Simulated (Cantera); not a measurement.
Input (Python, Cantera) and output of one run.

```python
import numpy as np
import cantera as ct

gas_names = """
    O2 F2
""".split()
cond_names = """
    Ba(L) BaF2(a) BaO(s)
""".split()


# ... load() reads the species with a 1 bar reference pressure and builds the phases ...
species = {s.name: s for s in load("nasa_gas.yaml", gas_names) + load("nasa_condensed.yaml", cond_names)}
T = 1250
g = {n: (s.thermo.h(T) - T * s.thermo.s(T)) / (ct.gas_constant * T * np.log(10)) for n, s in species.items()}
valid = cond_names  # the entries whose range holds T


def stable(la, lb):
    # potentials (over RT ln 10) of the two non-metals from log10 p(O2) and log10 p(F2) in bar
    mu = {}
    mu["O"] = (g["O2"] + la) / 2
    mu["F"] = (g["F2"] + lb) / 2
    cost = {}
    for n in valid:
        c = species[n].composition
        cost[n] = (g[n] - sum(c.get(e, 0) * m for e, m in mu.items())) / c["Ba"]
    return min(cost, key=cost.get)


results = []
for lb in [0, -2.6, -5.2, -7.8, -10.4, -13, -15.6, -18.2, -20.8, -23.4, -26]:
    row = [stable(la, lb) for la in [-26, -24.2, -22.4, -20.6, -18.8, -17, -15.2, -13.4, -11.6, -9.8, -8, -6.2, -4.4, -2.6, -0.8, 1]]
    results.append(row)
    print(f"{lb:6.1f}  " + " ".join(f"{valid.index(n):x}" for n in row))
print("key: " + ", ".join(f"{i:x} {n}" for i, n in enumerate(valid)))
```

It prints:

```
   0.0  1 1 1 1 1 1 1 1 1 1 1 1 1 1 1 1
  -2.6  1 1 1 1 1 1 1 1 1 1 1 1 1 1 1 1
  -5.2  1 1 1 1 1 1 1 1 1 1 1 1 1 1 1 1
  -7.8  1 1 1 1 1 1 1 1 1 1 1 1 1 1 1 1
 -10.4  1 1 1 1 1 1 1 1 1 1 1 1 1 1 1 1
 -13.0  1 1 1 1 1 1 1 1 1 1 1 1 1 1 1 1
 -15.6  1 1 1 1 1 1 1 1 1 1 1 1 1 1 1 1
 -18.2  1 1 1 1 1 1 1 1 1 1 1 1 1 1 1 1
 -20.8  1 1 1 1 1 1 1 1 1 1 1 1 1 1 1 1
 -23.4  1 1 1 1 1 1 1 1 1 1 1 1 1 1 1 1
 -26.0  1 1 1 1 1 1 1 1 1 1 1 1 1 2 2 2
key: 0 Ba(L), 1 BaF2(a), 2 BaO(s)
```

Source: NASA polynomial tables (part measured, part estimated), evaluated in Cantera. Not in the tables: the peroxide, oxide halides.
